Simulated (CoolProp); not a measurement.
Vapour-liquid equilibrium of ethanol (1) + p-xylene (2) at 551 kPa; x and y are mole fractions of (1).

Values from CoolProp's multi-fluid Helmholtz-energy mixture model, Schroeder 2014 and Zhou 2012; pair parameters Bell 2016.

**Question.** Give the bubble temperature and the first vapour's composition at x = 0.125, 0.2, 0.5. Is there an azeotrope?

**Answer.** x = 0.125: 433.7 K, y = 0.678; x = 0.2: 424.1 K, y = 0.753; x = 0.5: 412.5 K, y = 0.839. No azeotrope shows between x = 0.05 and 0.95.

Pair parameters are fitted to limited data, so mixtures are less certain than the pure fluids. With so large a gap from Raoult's law the liquid may split in two, which this calculation doesn't test in full.
